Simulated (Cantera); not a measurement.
Input: 1 mol Cu, 1.1 mol F2, 24 mol N2, equilibrated at 10.0 mbar.

Cantera equilibrium calculation (NASA polynomials, part measured and part estimated; ideal gas, pure solids and liquids). Candidate condensed phases: Cu, CuF2; 11 gas species. The numbers say what is thermodynamically allowed, not how fast it happens.

Q: At 852 °C, list the 3 most abundant gas species with their mole fractions, and the condensed phases.

A: N2 0.961, CuF2 0.0314, F 0.00799. Condensed: CuF2(l).
